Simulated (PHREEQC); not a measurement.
Consider water at 25 °C with 2.8 mmol/kgw H2SO4, 4.2 mmol/kgw KNO3 and 0.95 mmol/kgw H3BO3. Closed to the air; pH follows from the charge balance.

Equilibrium calculation in PHREEQC: ion-association model, phreeqc.dat.

```json
[
 {"quantity": "pH", "before": "2.35", "after": "2.41"},
 {"quantity": "ionic strength (mol/kgw)", "before": "0.0112", "after": "0.00997"},
 {"quantity": "SO4-2 (mol/kgw)", "before": "0.00209", "after": "0.00148"},
 {"quantity": "HSO4- (mol/kgw)", "before": "0.000666", "after": "0.00126"},
 {"quantity": "H2BO3- (mol/kgw)", "before": "1.36e-10", "after": "3.18e-10"}
]
```

What was changed between the two runs?
A. H2SO4 replaced by Fe2(SO4)3 at the same molality
B. KNO3 left out
C. temperature from 25 to 70 °C
D. diluted 10-fold with water

C, temperature from 25 to 70 °C

No solid was allowed to form. At this temperature some constants are extrapolated from 25 °C, and those without enthalpy data are left unchanged.
